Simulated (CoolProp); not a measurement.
A Linde-Hampson liquefier for carbon monoxide: isothermal reversible compression at 230 K from 1 atm to 20 MPa, throttling to 1 atm, return gas leaving the recuperator 0 K below the feed. Each further row changes one setting.

Model: reference Helmholtz-energy equation of state, Lemmon 2006, in CoolProp. It is a short technical equation, of lower accuracy than the large ones.

| case | liquid yield per pass | compression work (kJ/kg of gas) |
|---|---|---|
| as stated | 0.180 | 348 |
| high pressure 40 MPa | 0.209 | 399 |
| warm-end temperature 260 K | 0.128 | 401 |
| warm-end gap 5 K | 0.168 | 348 |
